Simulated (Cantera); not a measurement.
Charge: 1 mol C6H6, 3.6 mol CO2, 0.61 mol NH3, at 0.100 bar.

Cantera equilibrium calculation (NASA polynomials, part measured and part estimated; ideal gas, pure solids and liquids). Candidate condensed phases: C, C6H6, C7H8, C8H18, H2O; 169 gas species. Ions and electrons are included (thermal ionisation). Rates play no part.

x: gas mole fraction; n: condensed amount in mol.

```csv
T (K),x CO,x H,x H2,x C,x C3,x N2,x C2,x C2H2 (acetylene),x HCN,x N,n C(graphite)
3000,0.560,0.212,0.180,0.000507,0.00312,0.0166,0.000317,0.0112,0.0109,5.67e-6,1.71
3500,?,?,?,?,?,0.0133,?,?,?,?,0
4000,0.427,0.446,0.00784,0.0689,0.0114,0.0126,0.0127,5.17e-5,0.000789,0.000629,0
4500,0.410,0.442,?,?,?,0.0125,?,?,?,?,0
5000,0.401,0.438,0.000464,0.132,2.50e-5,0.0102,0.00116,8.35e-9,1.02e-5,0.0106,0
```

Task: Some entries are withheld; supply them.

Result: 
- 4500, x H2: 0.00164
- 4500, x C: 0.118
- 4500, x C3: 0.000651
- 4500, x C2: 0.00482
- 4500, x C2H2 (acetylene): 5.78e-7
- 4500, x HCN: 8.89e-5
- 4500, x N: 0.00319
- 3500, x CO: 0.467
- 3500, x H: 0.399
- 3500, x H2: 0.0457
- 3500, x C: 0.0141
- 3500, x C3: 0.0313
- 3500, x C2: 0.00738
- 3500, x C2H2 (acetylene): 0.00221
- 3500, x HCN: 0.00488
- 3500, x N: 8.09e-5
